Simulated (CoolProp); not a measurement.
The numbers come from the reference Helmholtz-energy equation of state, Thol 2019 in CoolProp.

Question: For n-pentane, give the phase and the density (kg/m³), cp (kJ/(kg K)), cv (kJ/(kg K)), expansivity (1/kK) at 453.7 K and 43.9 bar; 503.6 K and 43.9 bar.

Answer: 
- 453.7 K and 43.9 bar: liquid; density 421, cp 3.50, cv 2.38, expansivity 5.78
- 503.6 K and 43.9 bar: supercritical; density 150, cp 4.50, cv 2.62, expansivity 18.0
